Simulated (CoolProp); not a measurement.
Computed with CoolProp (reference Helmholtz-energy equation of state, Akasaka 2024).

Give the vapour pressure (kPa), liquid density (kg/m³), liquid cp (kJ/(kg K)), vapour Z of saturated R1132(E) at 22.65 °C.


```tsv
T (°C)	p (kPa)	liquid density (kg/m³)	liquid cp (kJ/(kg K))	vapour Z
22.65	1560	925	1.90	0.775
```
